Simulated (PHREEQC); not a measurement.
Model water analysis in mmol/kgw, 42 °C, pH 6.38, pe 9.8:

```csv
constituent,mmol/kgw
Na,0.000162
K,0.000177
Ca,0.00103
Mg,5.54e-05
Cl,0.00182
S(6),7.38e-05
Alkalinity (meq/kgw),0.000574
O(0) (counted as O atoms),1.51e-05
Br,6.81e-06
Cu(2),9.64e-07
Li,7.76e-05
B,2.08e-05
Pb,2.04e-05
```

Valence states are taken as typed.

Model: ion-association model, phreeqc.dat, run in PHREEQC.

Each row changes one thing in this solution. This is a speciation only: nothing precipitates in the calculation.

```tsv
case	HCO3- (mol/kgw)	CO2 (mol/kgw)	Pb+2 (mol/kgw)	PbOH+ (mol/kgw)	Cu+2 (mol/kgw)	CO3-2 (mol/kgw)	SI of Pb(OH)2 (Pb(OH)2)	SI of Anglesite (PbSO4)
as made	9.10e-7	7.44e-7	1.94e-8	9.02e-10	8.43e-10	1.35e-10	-2.55	-7.15
Cu(2) from 9.64e-07 to 1.93e-06 mmol/kgw	9.10e-7	7.44e-7	1.94e-8	9.02e-10	1.69e-9	1.35e-10	-2.55	-7.15
all concentrations times 4 at the same typed pH	2.63e-6	2.15e-6	7.73e-8	3.56e-9	3.37e-9	3.94e-10	-1.96	-5.95
pH from 6.38 to 6.88 at the same alkalinity	4.48e-7	1.16e-7	1.77e-8	2.60e-9	4.25e-10	2.11e-10	-1.59	-7.19
Li from 7.76e-05 to 3.88e-05 mmol/kgw	9.10e-7	7.44e-7	1.94e-8	9.02e-10	8.43e-10	1.35e-10	-2.55	-7.15
```

Constants without temperature data keep their 25 °C values here. The database's constant for dissolved Cu(OH)2 is higher than later reviews accept.
